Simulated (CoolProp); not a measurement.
Vapour-liquid equilibrium of toluene (1) + ethylbenzene (2) at 26.55 °C; x and y are mole fractions of (1).

The numbers come from the multi-fluid Helmholtz-energy mixture model, Lemmon 2006 and Zhou 2012; pair parameters Bell 2016 in CoolProp.

| x | bubble pressure (MPa) | y at the bubble point | dew pressure at overall composition x (MPa) | liquid density (mol/L) |
|---|---|---|---|---|
| 0.05 | 0.001539 | 0.137 | 0.001446 | 8.166 |
| 0.2 | [?] | 0.419 | 0.001614 | [?] |
| 0.35 | 0.002315 | 0.602 | 0.001822 | [?] |
| 0.5 | 0.002701 | [?] | [?] | [?] |
| 0.65 | 0.003105 | 0.842 | 0.002437 | 8.880 |
| 0.8 | [?] | 0.923 | 0.002926 | 9.074 |
| 0.95 | 0.003969 | 0.984 | 0.003707 | 9.274 |

**Question.** Some entries are withheld; supply them.

**Answer.** 
- 0.2, bubble pressure (MPa): 0.001936
- 0.2, liquid density (mol/L): 8.334
- 0.35, liquid density (mol/L): 8.510
- 0.5, y at the bubble point: 0.738
- 0.5, dew pressure at overall composition x (MPa): 0.002088
- 0.5, liquid density (mol/L): 8.692
- 0.8, bubble pressure (MPa): 0.003531

No azeotrope shows between x = 0.05 and 0.95.

Pair parameters are fitted to limited data, so mixtures are less certain than the pure fluids. The gap from Raoult's law changes sign with composition, which may be real or a fault of the pair parameters; it wasn't checked against measurements.
